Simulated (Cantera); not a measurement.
An isothermal, constant-pressure homogeneous reactor starts with 0.556 % H2, 99.3 % O2, 0.129 % H2O, equivalence ratio 0.0028, at 1073 K and 1.95 Torr.

Model: GRI-Mech 3.0 (53 species, 325 reactions), integrated in Cantera. Radical loss at walls, strong at low pressure, is not modelled.

x: mole fraction; the columns are a selection and need not sum to one.

| t (s) | x H2 | x O2 | x H | x O | x OH | x HO2 |
|---|---|---|---|---|---|---|
| 6.00e-6 | 0.00556 | 0.993 | <1e-12 | <1e-12 | <1e-12 | <1e-12 |
| 1.97e-5 | 0.00556 | 0.993 | 1.29e-12 | <1e-12 | <1e-12 | 1.32e-12 |
| 6.45e-5 | 0.00556 | 0.993 | 4.01e-12 | <1e-12 | <1e-12 | 4.34e-12 |
| 0.000212 | 0.00556 | 0.993 | 1.12e-11 | 3.08e-12 | 3.05e-12 | 1.42e-11 |
| 0.000694 | 0.00556 | 0.993 | 2.39e-11 | 2.43e-11 | 2.33e-11 | 4.67e-11 |
| 0.00228 | 0.00556 | 0.993 | 4.07e-11 | 1.44e-10 | 1.26e-10 | 1.53e-10 |
| 0.00747 | 0.00556 | 0.993 | 1.11e-10 | 9.14e-10 | 6.53e-10 | 5.03e-10 |
| 0.0245 | 0.00556 | 0.993 | 1.55e-9 | 1.83e-8 | 1.12e-8 | … |
| 0.0803 | 0.00546 | 0.993 | 5.94e-6 | 6.93e-5 | 4.15e-5 | … |
| 0.263 | 1.86e-5 | 0.988 | 0.000222 | 0.00473 | 0.000326 | … |
| 0.864 | 1.50e-5 | 0.989 | 0.000173 | 0.00403 | 0.000297 | 1.95e-7 |
| 2.83 | 9.57e-6 | 0.990 | 8.73e-5 | 0.00255 | 0.000238 | … |
| 9.30 | 3.39e-6 | 0.992 | 1.83e-5 | 0.000897 | 0.000142 | … |
| 30.5 | 6.22e-7 | 0.993 | 1.44e-6 | 0.000165 | 6.10e-5 | … |
| 100 | 8.22e-8 | 0.993 | 7.01e-8 | 2.19e-5 | 2.23e-5 | … |

Question: Fill in the missing entries.

Answer: 
- 0.0245, x HO2: 1.68e-9
- 0.0803, x HO2: 1.00e-7
- 0.263, x HO2: 2.11e-7
- 2.83, x HO2: 1.58e-7
- 9.30, x HO2: 9.44e-8
- 30.5, x HO2: 3.62e-8
- 100, x HO2: 9.25e-9
